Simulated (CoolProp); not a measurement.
Vapour-liquid equilibrium of CHF3 (R23) (1) + C2F6 (R116) (2) at 255.5 K; x and y are mole fractions of (1).

Model: multi-fluid Helmholtz-energy mixture model, Penoncello 2003 and Lemmon 2006; pair parameters Bell 2016, in CoolProp.

| x | bubble pressure (MPa) | y at the bubble point | dew pressure at overall composition x (MPa) | liquid density (mol/L) |
|---|---|---|---|---|
| 0.05 | 1.242 | 0.111 | 1.175 | 9.396 |
| 0.125 | 1.386 | (withheld) | 1.257 | 9.601 |
| 0.2 | 1.497 | 0.321 | 1.346 | 9.834 |
| 0.275 | 1.582 | 0.390 | 1.439 | 10.10 |
| 0.35 | 1.647 | 0.449 | 1.534 | 10.42 |
| 0.425 | 1.695 | 0.501 | 1.622 | 10.80 |
| 0.5 | 1.727 | (withheld) | 1.694 | 11.24 |
| 0.575 | 1.745 | 0.597 | (withheld) | 11.76 |
| 0.65 | 1.750 | 0.645 | 1.749 | 12.36 |
| 0.725 | 1.739 | 0.697 | 1.727 | 13.05 |
| 0.8 | 1.711 | (withheld) | 1.680 | 13.84 |
| 0.875 | 1.660 | 0.827 | 1.618 | 14.74 |
| 0.95 | 1.578 | (withheld) | (withheld) | 15.74 |

Complete the blanks.


- 0.125, y at the bubble point: 0.232
- 0.5, y at the bubble point: 0.550
- 0.575, dew pressure at overall composition x (MPa): 1.738
- 0.8, y at the bubble point: 0.756
- 0.95, y at the bubble point: 0.919
- 0.95, dew pressure at overall composition x (MPa): 1.549

y crosses x between x = 0.575 and 0.65: the model has an azeotrope there.

The pair parameters rest on a limited set of measurements; away from them the model extrapolates.
